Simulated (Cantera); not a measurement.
Feed: 1 mol FeS, 20 mol H₂, 5.5 mol H₂O, equilibrated at 1800 K.

Cantera equilibrium calculation (NASA polynomials, part measured and part estimated; ideal gas, pure solids and liquids). Candidate condensed phases: Fe, FeO, Fe(OH)₂, Fe(OH)₃, FeS, FeSO₄, FeS₂, Fe₂O₃, Fe₂(SO₄)₃, Fe₃O₄, H₂O, H₂SO₄, S; 22 gas species. Equilibrium is a limit: real reactors are often held back by kinetics, nucleation or transport.

**Question.** At 0.000100 bar, list the 5 most abundant gas species with their mole fractions, and the condensed phases.

**Answer.** H₂ 0.726, H₂O 0.176, Fe 0.0360, H 0.0305, SO 0.00939. Condensed: gas only.
